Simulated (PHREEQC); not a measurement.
Make-up at 25 °C: 0.0027 mol/kgw LiBr and 6.4e-05 mol/kgw Na2CO3. Closed to the air; pH follows from the charge balance.

The numbers come from PHREEQC with the ion-association model, wateq4f.dat.

No solid was allowed to form.

Predict the pH.

pH 9.68.

In which forms is C present?

HCO3- 79 %, CO3-2 21 % of the C.
